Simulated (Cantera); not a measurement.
What does this Cantera script print?

```python
import numpy as np
import cantera as ct

gas_names = [...]  # 113 gases of nasa_gas.yaml made of C, H, O, Ta
cond_names = """
    C(gr) C6H6(L) C7H8(L) C8H18(L),n-octa H2O(s) H2O(L) Ta(cr) Ta(L) TaC(s) TaC(L) Ta2O5(s) Ta2O5(L)
""".split()


# ... load() reads the species with a 1 bar reference pressure and builds the phases ...
atoms = {
    'Ta(OEt)5': {'Ta': 1, 'C': 10, 'H': 25, 'O': 5},
    'H2O': {'H': 2, 'O': 1},
    'CO2': {'C': 1, 'O': 2},
}
top_T = {'C(gr)': 4500}  # K; cautious upper limits of use, not melting points


# ... equilibrate(T, P, feed) seeds the gas with the atoms and calls Mixture.equilibrate('TP', solver="vcs", rtol=1e-11, max_steps=5000) ...
results = []
feed = {'Ta(OEt)5': 1, 'H2O': 2.9, 'CO2': 2.2}  # mol
P = 4  # Pa
for T in [1275, 1325, 1375, 1425, 1475, 1525, 1575, 1625, 1675, 1725, 1775, 1825, 1875]:
    mix = equilibrate(T, P, feed)
    results.append((T, P, feed, dict(zip(mix.species_names, mix.species_moles))))

top = {s: max(r[3][s] / sum(r[3][g] for g in gas_names) for r in results) for s in gas_names}
cols = sorted((s for s in top if top[s] > 1e-05), key=lambda s: -top[s])[:8]
seen = [c for c in cond_names if any(r[3].get(c, 0) > 1e-12 for r in results)]
print("log10 of partial pressures in bar; condensed amounts in mol")
print(f"{'T/K':>10s}" + "".join(f"{s[:9]:>10s}" for s in cols + seen))
for T, P, feed, n in results:
    ng = sum(n[g] for g in gas_names)
    print(f"{T:10.4g}" + "".join(f"{np.log10(max(n[s] / ng * P / 1e5, 1e-99)):10.3f}" for s in cols)
          + "".join(f"{n.get(c, 0):10.4g}" for c in seen))
```

It prints:

```
log10 of partial pressures in bar; condensed amounts in mol
       T/K        H2        CO         H      TaO2       H2O       TaO       CO2    Ta(cr)    TaC(s)  Ta2O5(s)
      1275    -4.641    -4.767    -8.453   -15.308    -8.453   -17.066    -8.800         0    0.6867    0.1567
      1325    -4.641    -4.767    -8.107   -14.290    -8.407   -15.874    -8.803         0    0.6868    0.1566
      1375    -4.641    -4.767    -7.785   -13.348    -8.364   -14.770    -8.806         0    0.6868    0.1566
      1425    -4.641    -4.767    -7.487   -12.474    -8.326   -13.745    -8.808         0    0.6869    0.1565
      1475    -4.641    -4.767    -7.208   -11.661    -8.290   -12.791    -8.811         0     0.687    0.1565
      1525    -4.642    -4.767    -6.947   -10.903    -8.258   -11.901    -8.813         0    0.6871    0.1565
      1575    -4.643    -4.768    -6.703   -10.195    -8.228   -11.068    -8.815         0    0.6871    0.1564
      1625    -4.646    -4.769    -6.474    -9.532    -8.202   -10.288    -8.818         0    0.6872    0.1563
      1675    -4.660    -4.756    -6.265    -8.933    -8.142    -9.627    -8.759    0.9622         0    0.0184
      1725    -4.665    -4.757    -6.064    -8.403    -8.013    -9.102    -8.652    0.9625         0   0.01712
      1775    -4.672    -4.760    -5.875    -7.904    -7.895    -8.608    -8.553    0.9616         0   0.01396
      1825    -4.684    -4.764    -5.698    -7.433    -7.787    -8.141    -8.461    0.9573         0  0.005696
      1875    -4.699    -4.770    -5.533    -7.271    -7.832    -7.842    -8.517    0.9513         0         0
```

These are equilibrium values from Cantera (NASA tables, ideal gas, pure condensed phases), not measurements of a reactor. The feed counts by its element totals alone. Mutual solubility and eutectic melting of coexisting phases are not modelled. TaC: taken at fixed stoichiometry. Condensed phases not in the tables: Ta2C, N, O or C dissolved in the metal.
